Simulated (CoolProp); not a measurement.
Vapour-liquid equilibrium of R22 (1) + ethanol (2) at 1.75 °C; x and y are mole fractions of (1).

Values from CoolProp's multi-fluid Helmholtz-energy mixture model, Kamei 1995 and Schroeder 2014; pair parameters Bell 2016.

| x | bubble pressure, mixture model (bar) | bubble pressure, Raoult's law (bar) | y, mixture model | y, Raoult's law |
|---|---|---|---|---|
| 0.05 | 0.4547 | 0.2807 | 0.961 | 0.939 |
| 0.15 | 1.379 | 0.8058 | 0.988 | 0.981 |
| 0.25 | 2.252 | 1.331 | 0.993 | 0.990 |
| 0.35 | 2.974 | 1.856 | 0.995 | 0.994 |
| 0.45 | 3.508 | 2.381 | 0.996 | 0.996 |
| 0.55 | 3.876 | 2.906 | 0.997 | 0.997 |
| 0.65 | 4.135 | 3.432 | 0.997 | 0.998 |
| 0.75 | 4.358 | 3.957 | 0.998 | 0.999 |
| 0.85 | 4.622 | 4.482 | 0.998 | 0.999 |
| 0.95 | 5.005 | 5.007 | 0.999 | 1.000 |

The largest gap from Raoult's law is +71.1 % in bubble pressure, at x = 0.15. No azeotrope shows between x = 0.05 and 0.95.

Pair parameters are fitted to limited data, so mixtures are less certain than the pure fluids. With so large a gap from Raoult's law the liquid may split in two, which this calculation doesn't test in full.
